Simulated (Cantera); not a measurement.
A Cantera script and what it prints.

```python
import numpy as np
import cantera as ct

gas_names = """
    CL CL2 H HCL H2 N NH NH2 NH3 N2 N2H2 N2H4 Si SiCL SiCL2 SiCL3 SiCL4 SiH SiHCL3 SiH2 SiH2CL2 SiH3
    SiH3CL SiH4 SiN Si2 Si2N Si3
""".split()
cond_names = """
    NH4CL(a) NH4CL(b) Si(cr) Si(L) Si3N4(a)
""".split()


# ... load() reads the species with a 1 bar reference pressure and builds the phases ...
atoms = {
    'SiHCl3': {'Si': 1, 'H': 1, 'CL': 3},
    'NH3': {'N': 1, 'H': 3},
    'H2': {'H': 2},
}
top_T = {'Si3N4(a)': 2400}  # K; cautious upper limits of use, not melting points


# ... equilibrate(T, P, feed) seeds the gas with the atoms and calls Mixture.equilibrate('TP', solver="vcs", rtol=1e-11, max_steps=5000) ...
results = []
T = 1373.15  # K
P = 9.1  # Pa
for m in [0.58, 1.6, 2.7, 3.8, 4.8, 5.9, 7]:
    feed = {'SiHCl3': 1, 'NH3': m, 'H2': 2.4}  # mol
    mix = equilibrate(T, P, feed)
    results.append((T, P, feed, dict(zip(mix.species_names, mix.species_moles))))
    x = sorted(zip(gas.X, gas.species_names), reverse=True)
    print(f"T = {T:g} K  P = {P:g} Pa  n(NH3) = {m:g} mol  gas = {mix.phase_moles(0):.4g} mol")
    print("   x: " + "  ".join(f"{s} {v:.3e}" for v, s in x if v > 0.0001))
    print("   condensed (mol): " + ("  ".join(f"{mix.phase(i).name} {mix.phase_moles(i):.4g}"
          for i in range(1, mix.n_phases) if mix.phase_moles(i) > 1e-12) or "none"))
```

It prints:

```
T = 1373.15 K  P = 9.1 Pa  n(NH3) = 0.58 mol  gas = 5.51 mol
   x: H2 5.831e-01  HCL 2.019e-01  SiCL2 1.670e-01  N2 4.482e-02  SiCL3 2.568e-03  H 2.671e-04  SiCL4 1.825e-04
   condensed (mol): Si3N4(a) 0.02154
T = 1373.15 K  P = 9.1 Pa  n(NH3) = 1.6 mol  gas = 7.431 mol
   x: H2 6.136e-01  HCL 1.989e-01  SiCL2 9.993e-02  N2 8.563e-02  SiCL3 1.475e-03  H 2.740e-04  SiCL4 1.007e-04
   condensed (mol): Si3N4(a) 0.08181
T = 1373.15 K  P = 9.1 Pa  n(NH3) = 2.7 mol  gas = 9.551 mol
   x: H2 6.371e-01  HCL 1.809e-01  N2 1.156e-01  SiCL2 6.517e-02  SiCL3 8.587e-04  H 2.792e-04
   condensed (mol): Si3N4(a) 0.1229
T = 1373.15 K  P = 9.1 Pa  n(NH3) = 3.8 mol  gas = 11.7 mol
   x: H2 6.539e-01  HCL 1.627e-01  N2 1.365e-01  SiCL2 4.600e-02  SiCL3 5.382e-04  H 2.829e-04
   condensed (mol): Si3N4(a) 0.1517
T = 1373.15 K  P = 9.1 Pa  n(NH3) = 4.8 mol  gas = 13.66 mol
   x: H2 6.654e-01  N2 1.506e-01  HCL 1.482e-01  SiCL2 3.512e-02  SiCL3 3.710e-04  H 2.854e-04
   condensed (mol): Si3N4(a) 0.1716
T = 1373.15 K  P = 9.1 Pa  n(NH3) = 5.9 mol  gas = 15.82 mol
   x: H2 6.752e-01  N2 1.626e-01  HCL 1.345e-01  SiCL2 2.710e-02  H 2.875e-04  SiCL3 2.580e-04
   condensed (mol): Si3N4(a) 0.1889
T = 1373.15 K  P = 9.1 Pa  n(NH3) = 7 mol  gas = 18 mol
   x: H2 6.830e-01  N2 1.720e-01  HCL 1.229e-01  SiCL2 2.156e-02  H 2.891e-04  SiCL3 1.865e-04
   condensed (mol): Si3N4(a) 0.2028
```

Cantera equilibrium calculation (NASA polynomials, part measured and part estimated; ideal gas, pure solids and liquids). The tables' values for SiCl3, SiCl are old estimates; treat these amounts as uncertain.
